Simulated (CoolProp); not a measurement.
Vapour-liquid equilibrium of ethane (1) + n-butane (2) at 235.3 K; x and y are mole fractions of (1).

Values from CoolProp's multi-fluid Helmholtz-energy mixture model, Bücker 2006 and Bücker 2006; pair parameters Kunz 2012.

```
x     bubble pressure (bar)  y at the bubble point  dew pressure at overall composition x (bar)  liquid density (mol/L)
----  ---------------------  ---------------------  -------------------------------------------  ----------------------
0.05                 0.5530                  0.670                                       0.1983                   11.21
0.15                  1.313                  0.871                                       0.2213                   11.62
0.25                  2.101                  0.926                                       0.2502                   12.05
0.35                  2.905                  0.952                                       0.2878                     ___
0.45                  3.715                  0.967                                       0.3386                   12.97
0.55                  4.524                  0.976                                       0.4112                   13.46
0.65                  5.333                  0.983                                          ___                   13.96
0.75                  6.148                  0.989                                       0.7190                     ___
0.85                  6.984                    ___                                        1.148                   14.99
0.95                  7.866                    ___                                          ___                   15.49
```

Q: Fill in the missing entries.

A: 
- 0.35, liquid density (mol/L): 12.50
- 0.65, dew pressure at overall composition x (bar): 0.5232
- 0.75, liquid density (mol/L): 14.47
- 0.85, y at the bubble point: 0.994
- 0.95, y at the bubble point: 0.998
- 0.95, dew pressure at overall composition x (bar): 2.832

No azeotrope shows between x = 0.05 and 0.95.

The pair parameters rest on a limited set of measurements; away from them the model extrapolates.
